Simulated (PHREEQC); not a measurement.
Make-up at 25 °C: 5.7 mmol/kgw HF and 0.21 mmol/kgw (CH3)4NF. Closed to the air; pH follows from the charge balance.

Model: ion-association model, wateq4f.dat, run in PHREEQC.

No solid was allowed to form.

Problem. Order these F species by the share of F that they hold, largest first: HF2-, HF, F-, H2F2.

Solution. HF (67 %), F- (30 %), H2F2 (1.4 %), HF2- (0.93 %)

The pH is 2.81 and the ionic strength 0.00183 mol/kgw. (CH3)4N+ isn't in the database: it is added as a free cation with an ion size of 4 Å.
